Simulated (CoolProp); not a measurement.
A closed Brayton cycle with dry air: compressor inlet 310.15 K and 0.1 MPa, high pressure 0.303 MPa, turbine inlet 915 K, compressor efficiency 0.8, turbine efficiency 0.9, recuperator effectiveness 0 (on enthalpy, no pinch check). Each further row changes one setting.

Values from CoolProp's reference Helmholtz-energy equation of state, Lemmon 2000. It is a pseudo-pure fit of the blend.

```tsv
case	thermal efficiency (%)	net work (kJ/kg)	compressor to turbine work	compressor exit (K)	turbine exit (K)
as stated	[?]	82.8	0.64	453.6	708.1
turbine inlet 865 K	16.0	70.0	[?]	453.6	[?]
compressor inlet 320.15 K	16.3	[?]	0.66	468.0	708.1
high pressure 0.258 MPa	15.0	77.7	[?]	430.0	735.0
recuperator effectiveness 0.5	[?]	82.8	0.64	453.6	708.1
```

Complete the blanks.


- as stated, thermal efficiency (%): 16.7
- turbine inlet 865 K, compressor to turbine work: 0.67
- turbine inlet 865 K, turbine exit (K): 667.8
- compressor inlet 320.15 K, net work (kJ/kg): 78.1
- high pressure 0.258 MPa, compressor to turbine work: 0.61
- recuperator effectiveness 0.5, thermal efficiency (%): 22.9
